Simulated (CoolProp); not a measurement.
Vapour-liquid equilibrium of R152A (1) + isobutene (2) at 0.1 MPa; x and y are mole fractions of (1).

The numbers come from the multi-fluid Helmholtz-energy mixture model, Outcalt 1996 and Lemmon 2005; pair parameters Bell 2016 in CoolProp.

```csv
x,bubble temperature (K),y at the bubble point,dew temperature at overall composition x (K),liquid density (mol/L)
0.05,261.0,0.209,264.7,11.38
0.15,255.2,0.428,262.4,11.75
0.25,252.1,0.536,259.9,12.09
0.35,250.4,0.601,257.3,12.44
0.45,249.3,0.647,254.6,12.79
0.55,248.6,0.687,251.7,13.18
0.65,248.1,0.726,249.3,13.59
0.75,247.8,0.773,247.9,14.04
0.85,247.8,0.836,247.9,14.53
0.95,248.3,0.931,248.4,15.05
```

y crosses x between x = 0.75 and 0.85: the model has an azeotrope there.

Pair parameters are fitted to limited data, so mixtures are less certain than the pure fluids.
